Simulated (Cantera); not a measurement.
A closed system holds: 1 mol Fe, 0.012 mol O₂, 24 mol N₂, held at 28.0 Pa.

Cantera equilibrium calculation (NASA polynomials, part measured and part estimated; ideal gas, pure solids and liquids). Candidate condensed phases: Fe, FeO, Fe₂O₃, Fe₃O₄; 11 gas species. Mutual solubility and eutectic melting of coexisting phases are not modelled. The tables' stoichiometric FeO is somewhat more stable than real wüstite, so its field is too wide. FeO: taken at fixed stoichiometry. Kinetics and transport are ignored.

**Question.** What share of the Fe ends up in condensed phases as a function of T (K), at 1650, 1700, 1750, 1800, 1850, 1900, 1950?

**Answer.** 
| T (K) | Fe condensed (%) | as |
|---|---|---|
| 1650 | 76.5 | Fe(γ) + FeO(l) |
| 1700 | 44.6 | Fe(δ) + FeO(l) |
| 1750 | 1.8 | FeO(l) |
| 1800 | 0.8 | FeO(l) |
| 1850 | 0.0 | - |
| 1900 | 0.0 | - |
| 1950 | 0.0 | - |
